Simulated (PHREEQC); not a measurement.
Consider water at 25 °C with 15 mmol/kgw TMAH and 0.44 mmol/kgw Na2SiO3. Closed to the air; pH follows from the charge balance.

The numbers come from PHREEQC with the ion-association model, phreeqc.dat.

Precipitation was switched off in this run.

### Question
Order these Si species by the share of Si that they hold, largest first: H3SiO4-, H2SiO4-2, H4SiO4.

### Answer
H3SiO4- (88 %), H2SiO4-2 (11 %), H4SiO4 (0.39 %)

The pH is 12.13 and the ionic strength 0.0159 mol/kgw. (CH3)4N+ isn't in the database: it is added as a free cation with an ion size of 4 Å.
